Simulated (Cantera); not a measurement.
An isothermal, constant-pressure homogeneous reactor starts with H2 : O2 = 0.35 : 1 (molar parts), equivalence ratio 0.17, at 1000 K and 10.00 Torr.

Detailed kinetics in Cantera: the H2/O2 subset of GRI-Mech 3.0, which has no nitrogen chemistry. Radical loss at walls, strong at low pressure, is not modelled. The temperature is held fixed by assumption; the heat of reaction is taken as removed at once.

x: mole fraction; the columns are a selection and need not sum to one.

```
t (s)         x H2   x O2     x HO2        x OH       x O
--------  --------  -----  --------  ----------  --------
4.00e-6      0.259  0.741  7.45e-12      <1e-12    <1e-12
1.46e-5      0.259  0.741  2.72e-11      <1e-12  1.08e-12
5.33e-5      0.259  0.741  9.96e-11    7.94e-12  1.26e-11
0.000195     0.259  0.741  3.66e-10    6.17e-11  1.42e-10
0.000711     0.259  0.741   1.52e-9  (withheld)   5.10e-9
0.00260      0.258  0.740   5.22e-6  (withheld)  0.000340
0.00949    0.00742  0.680   1.92e-5  (withheld)    0.0176
0.0346    0.000372  0.701   9.01e-6  (withheld)  0.000741
0.127      1.99e-5  0.702   1.28e-6  (withheld)   4.09e-5
0.462      1.61e-6  0.702   1.80e-7  (withheld)   4.65e-6
1.69       2.23e-7  0.702   3.43e-8  (withheld)   8.23e-7
6.16       4.41e-8  0.702   7.99e-9  (withheld)   1.81e-7
22.5       1.02e-8  0.702   2.19e-9  (withheld)   4.40e-8
82.2       2.57e-9  0.702  9.42e-10  (withheld)   1.13e-8
300       7.08e-10  0.702  9.41e-10  (withheld)   3.14e-9
```

Complete the blanks.


- 0.000711, x OH: 1.98e-9
- 0.00260, x OH: 0.000132
- 0.00949, x OH: 0.00396
- 0.0346, x OH: 0.000641
- 0.127, x OH: 0.000149
- 0.462, x OH: 5.08e-5
- 1.69, x OH: 2.13e-5
- 6.16, x OH: 9.98e-6
- 22.5, x OH: 4.91e-6
- 82.2, x OH: 2.49e-6
- 300, x OH: 1.31e-6
